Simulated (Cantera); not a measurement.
Feed: 1 mol CS₂, 3.1 mol H₂, 2 mol O₂, equilibrated at 2977 °C.

Cantera equilibrium calculation (NASA polynomials, part measured and part estimated; ideal gas, pure solids and liquids). Candidate condensed phases: C, C₆H₆, C₇H₈, C₈H₁₈, H₂O, H₂SO₄, S; 123 gas species. The ideal-gas law is rough above about 30 bar. The numbers say what is thermodynamically allowed, not how fast it happens.

Q: At 300 bar, list the 6 most abundant gas species with their mole fractions, and the condensed phases.

A: H₂O 0.337, H₂ 0.164, CO 0.148, S₂ 0.0719, SO₂ 0.0635, H₂S 0.0555. Condensed: gas only.
